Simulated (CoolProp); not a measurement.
Properties of R1233zd(E) along the isotherm 176.85 °C.

Model: reference Helmholtz-energy equation of state, Akasaka 2022, in CoolProp.

| p (kPa) | phase | Z | Joule-Thomson coefficient (K/MPa) | isothermal compressibility (1/MPa) | fugacity coefficient |
|---|---|---|---|---|---|
| 28.3 | gas | 0.9974 | 9.257 | 35.43 | 0.9974 |
| 44.1 | gas | 0.9960 | 9.272 | 22.77 | 0.9960 |
| 68.7 | gas | 0.9937 | 9.295 | 14.65 | 0.9937 |
| 107 | gas | 0.9902 | 9.332 | 9.439 | 0.9903 |
| 166 | gas | 0.9847 | 9.389 | 6.118 | 0.9849 |
| 259 | gas | 0.9761 | 9.481 | 3.957 | 0.9765 |
| 404 | gas | 0.9624 | 9.629 | 2.574 | 0.9635 |
| 629 | gas | 0.9406 | 9.873 | 1.694 | 0.9434 |
| 979 | gas | 0.9056 | 10.29 | 1.135 | 0.9124 |
| 1520 | gas | 0.8479 | 11.04 | 0.7891 | 0.8652 |
| 2370 | gas | 0.7452 | 12.59 | 0.6001 | 0.7923 |
| 3690 | supercritical | 0.5161 | 16.38 | 0.7613 | 0.6788 |
| 5750 | supercritical | 0.2704 | 2.753 | 0.07999 | 0.5013 |
| 8960 | supercritical | 0.3681 | 0.9785 | 0.02493 | 0.3698 |
